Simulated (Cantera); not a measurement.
## Thermodynamics of hydrogen reduction and annealing atmospheres, feed V₂O₅ + H₂

Feed: 1 mol V₂O₅, 6 mol H₂, held at 0.210 Torr.

Equilibrium computed with Cantera from the NASA thermochemical tables; the gas is ideal and each condensed phase is pure. Candidate condensed phases: H₂O, V, VO, V₂O₃, V₂O₄, V₂O₅; 12 gas species. Condensed phases not in the tables: the oxides between V₂O₃ and V₂O₅ other than VO₂. Kinetics and transport are ignored.

```json
[
 {"T (K)": "1173", "x H₂": "0.667", "x H₂O": "0.333", "x VO₂": "3.54e-10", "x H": "5.75e-6", "x VO": "<1e-12", "n V₂O₃(s)": "1.00"},
 {"T (K)": "1273", "x H₂": "0.667", "x H₂O": "0.333", "x VO₂": "1.72e-8", "x H": "3.48e-5", "x VO": "3.65e-12", "n V₂O₃(s)": "1.00"},
 {"T (K)": "1373", "x H₂": "0.667", "x H₂O": "0.333", "x VO₂": "4.69e-7", "x H": "0.000162", "x VO": "2.11e-10", "n V₂O₃(s)": "1.000"},
 {"T (K)": "1473", "x H₂": "0.666", "x H₂O": "0.333", "x VO₂": "8.03e-6", "x H": "0.000617", "x VO": "6.87e-9", "n V₂O₃(s)": "1.000"},
 {"T (K)": "1573", "x H₂": "0.665", "x H₂O": "0.333", "x VO₂": "9.45e-5", "x H": "0.00198", "x VO": "1.42e-7", "n V₂O₃(s)": "1.000"},
 {"T (K)": "1673", "x H₂": "0.662", "x H₂O": "0.332", "x VO₂": "0.000817", "x H": "0.00554", "x VO": "2.00e-6", "n V₂O₃(s)": "0.998"},
 {"T (K)": "1773", "x H₂": "0.654", "x H₂O": "0.326", "x VO₂": "0.00546", "x H": "0.0138", "x VO": "2.08e-5", "n V₂O₃(s)": "0.983"},
 {"T (K)": "1873", "x H₂": "0.636", "x H₂O": "0.303", "x VO₂": "0.0288", "x H": "0.0308", "x VO": "0.000169", "n V₂O₃(s)": "0.909"},
 {"T (K)": "1973", "x H₂": "0.595", "x H₂O": "0.224", "x VO₂": "0.116", "x H": "0.0622", "x VO": "0.00121", "n V₂O₃(s)": "0.588"},
 {"T (K)": "2073", "x H₂": "0.528", "x H₂O": "0.120", "x VO₂": "0.230", "x H": "0.114", "x VO": "0.00547", "n V₂O₃(s)": "0"},
 {"T (K)": "2173", "x H₂": "0.461", "x H₂O": "0.110", "x VO₂": "0.218", "x H": "0.196", "x VO": "0.00654", "n V₂O₃(s)": "0"}
]
```
x: gas mole fraction; n: condensed amount in mol.

From 1173 K to 1973 K the condensed part is V₂O₃(s). From 2073 K to 2173 K nothing is condensed.
